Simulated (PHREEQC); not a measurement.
A solution holds 2.3 mol/kgw KCl, 0.033 mol/kgw K2SO4 and 0.0018 mol/kgw H4SiO4, at 20 °C. Closed to the air; pH follows from the charge balance.

Model: Pitzer model, pitzer.dat, run in PHREEQC.

No solid was allowed to form.

### Question
Estimate the pH, density, osmotic coefficient.

### Answer
pH 6.13; density 1.099 g/cm³; osmotic coefficient 0.911.

Species that the database lacks are ignored. In brines, pH and single-ion activities rest on the MacInnes convention.
